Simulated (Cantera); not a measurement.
Input: 1 mol B2O3, 19 mol H2, equilibrated at 1425 K and 10.0 mbar.

Method: chemical equilibrium by Gibbs-energy minimisation in Cantera with the NASA 1993 tables (ideal gas, pure condensed phases). Candidate condensed phases: B, B2O3, B3O3H3, H2O; 23 gas species. Equilibrium is a limit: real reactors are often held back by kinetics, nucleation or transport.

Base state: H2 0.995, HBO 0.00242, HBO2 0.00199, B2O3 0.000429, H2O 0.000274, H 6.80e-5, B2O2 5.42e-5 (mole fractions); condensed: B2O3(l).

**Question.** What changes in the equilibrium state with this change: temperature from 1425 K to 2175 K?

**Answer.** 
```tsv
species	before	after
H2	0.995	0.862
H	6.80e-5	0.0453
HBO2	0.00199	0.0277
BO	4.83e-6	0.0168
B2O3	0.000429	0.0115
HBO	0.00242	0.0258
BO2	3.70e-9	0.000235
OH	<1e-9	6.33e-5
H2O	0.000274	0.00897
B2O2	5.42e-5	0.00166
B2O3(l), mol	0.949	0
```
